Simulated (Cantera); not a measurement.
A Cantera script and its output.

```python
import numpy as np
import cantera as ct

gas = ct.Solution("gri30.yaml")
gas.TPX = 1475, 100000, {'CO': 0.0013, 'O2': 0.018, 'H2O': 0.053, 'N2': 1}
reactor = ct.IdealGasConstPressureReactor(gas, energy="off", clone=False)
net = ct.ReactorNet([reactor])
net.rtol, net.atol = 1e-08, 1e-18
show = ['CO', 'O2', 'H2O', 'NO', 'NO2']
times = np.geomspace(0.0008, 20, 10)

steps = ct.SolutionArray(gas, extra=["t"])
rows = []
print(f"{'t/s':>10s}{'T/K':>9s}{'P/Pa':>11s}" + "".join(f"{s:>11s}" for s in show))
for t in times:
    while net.time < t:
        t_next = net.step()
        steps.append(gas.state, t=t_next)
    rows.append([np.interp(t, steps.t, y) for y in (steps.T, steps.P, *steps(*show).X.T)])
    print(f"{t:10.3e}{rows[-1][0]:9.1f}{rows[-1][1]:11.4g}" + "".join(f"{x:11.3e}" for x in rows[-1][2:]))
rate = np.gradient(steps.T, steps.t)
print("integrator steps:", len(steps.t))
if steps.T.max() > steps.T[0] + 200:
    print(f"time of steepest temperature rise: {steps.t[rate.argmax()]:.4e} s")
gas.TPX = 1475, 100000, {'CO': 0.0013, 'O2': 0.018, 'H2O': 0.053, 'N2': 1}
gas.equilibrate("TP")
print(f"equilibrium (TP): T = {gas.T:.1f} K  " + "  ".join(f"{s} {gas[s].X[0]:.3e}" for s in show))
```

It prints:

```
       t/s      T/K       P/Pa         CO         O2        H2O         NO        NO2
 8.000e-04   1475.0      1e+05  1.211e-03  1.679e-02  4.943e-02  1.715e-13  2.235e-17
 2.465e-03   1475.0      1e+05  8.803e-04  1.658e-02  4.922e-02  4.468e-10  6.891e-13
 7.593e-03   1475.0      1e+05  2.212e-05  1.617e-02  4.935e-02  2.566e-08  6.835e-11
 2.339e-02   1475.0      1e+05  7.098e-07  1.618e-02  4.942e-02  3.279e-08  7.657e-11
 7.207e-02   1475.0      1e+05  6.126e-08  1.618e-02  4.944e-02  3.520e-08  5.863e-11
 2.220e-01   1475.0      1e+05  3.273e-08  1.618e-02  4.944e-02  3.650e-08  5.844e-11
 6.840e-01   1475.0      1e+05  3.208e-08  1.618e-02  4.944e-02  3.908e-08  6.256e-11
 2.107e+00   1475.0      1e+05  3.208e-08  1.618e-02  4.944e-02  4.699e-08  7.522e-11
 6.492e+00   1475.0      1e+05  3.208e-08  1.618e-02  4.944e-02  7.134e-08  1.142e-10
 2.000e+01   1475.0      1e+05  3.208e-08  1.618e-02  4.944e-02  1.464e-07  2.344e-10
integrator steps: 1050
equilibrium (TP): T = 1475.0 K  CO 3.224e-08  O2 1.602e-02  H2O 4.944e-02  NO 3.264e-04  NO2 5.200e-07
```

Computed with Cantera and GRI-Mech 3.0 (53 species, 325 reactions).
